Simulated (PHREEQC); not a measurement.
NaHS is added in steps, without added water, to 1 kg of water holding 0.031 mol NaHCO3, 0.0002 mol NaF and 0.24 mol KCl, at 25 °C. The system is closed to oxygen. CO2 from the air is kept out. Solids allowed: Halite, Nahcolite, Natron. Others were left out.

Base run: PHREEQC, ion-association model, wateq4f.dat. Each further column changes one thing. The table gives pH.

| NaHS added (mol) | base | NaHCO3 left out | KCl left out | KCl from 0.24 to 0.48 mol/kgw | no solid may form |
|---|---|---|---|---|---|
| 0 | 8.02 | 7.00 | 8.14 | 7.97 | 8.02 |
| 0.04 | 8.36 | 9.46 | 8.45 | 8.31 | 8.36 |
| 0.08 | 8.45 | 9.52 | 8.53 | 8.41 | 8.45 |
| 0.14 | 8.53 | 9.54 | 8.58 | 8.49 | 8.53 |
| 0.18 | 8.55 | 9.54 | 8.60 | 8.52 | 8.55 |
| 0.22 | 8.58 | 9.54 | 8.62 | 8.54 | 8.58 |
| 0.26 | 8.59 | 9.54 | 8.63 | 8.56 | 8.59 |
| 0.3 | 8.60 | 9.53 | 8.64 | 8.57 | 8.60 |
| 0.34 | 8.62 | 9.53 | 8.65 | 8.58 | 8.62 |
| 0.4 | 8.63 | 9.52 | 8.66 | 8.60 | 8.63 |
| 0.44 | 8.63 | 9.52 | 8.67 | 8.61 | 8.63 |
| 0.48 | 8.64 | 9.51 | 8.67 | 8.61 | 8.64 |

The ionic strength passes 0.7 mol/kgw, the rough limit of the ion-association models, in part of: base; NaHCO3 left out; KCl from 0.24 to 0.48 mol/kgw; no solid may form. The polysulfide entries of wateq4f.dat were taken out for this run. Solids allowed in the column 'NaHCO3 left out': Halite. Solids allowed in the column 'KCl left out': Nahcolite, Natron.
